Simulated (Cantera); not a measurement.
A closed system holds: 1 mol SiF4, 5.9 mol NO, 3.7 mol H2, at 10.5 Torr.

These are equilibrium values from Cantera (NASA tables, ideal gas, pure condensed phases), not measurements of a reactor. Candidate condensed phases: H2O, Si, SiO2, Si2N2O, Si3N4; 58 gas species. The tables hold silica as quartz up to 1696 K and as liquid above; real silica turns to tridymite and cristobalite and melts near 1996 K. Rates play no part.

Question: Which condensed phases are stable at each of these points (T (K)): 900, 1050, 1200, 1350, 1500, 1650, 1800, 1950, 2100?

Answer: 
```tsv
T (K)	condensed phases	Si condensed (%)
900	SiO2(β-quartz)	69.1
1050	SiO2(β-quartz)	86.6
1200	SiO2(β-quartz)	95.1
1350	SiO2(β-quartz)	98.2
1500	SiO2(β-quartz)	99.3
1650	SiO2(β-quartz)	99.7
1800	SiO2(condensed)	99.8
1950	SiO2(condensed)	99.9
2100	SiO2(l)	99.5
```

From 900 K to 1650 K the condensed part is SiO2(β-quartz). From 1800 K to 1950 K the condensed part is SiO2(condensed). At 2100 K the condensed part is SiO2(l).
